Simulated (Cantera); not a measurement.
## Ignition delay

Mixture: 5.16 % C3H8, 19.8 % O2, 74.8 % N2, 0.242 % H2O, equivalence ratio 1.3, at 638 Torr, adiabatic and at constant pressure. Ignition delay is the time to a rise of 400 K.

Model: GRI-Mech 3.0 (53 species, 325 reactions), integrated in Cantera. GRI-Mech 3.0 was tuned for natural gas; its chemistry of propane as a main component is partial and can be far from experiment.

```tsv
T0 (K)	delay (ms)
1125	34.8
1175	11.6
1225	4.19
1275	1.67
1325	0.740
1375	0.362
1425	0.194
1475	0.114
1525	0.0720
1575	0.0485
```

```
Property                                                Result
--------------------------------------------------  ----------
apparent activation energy between 1475 and 1575 K  160 kJ/mol
```
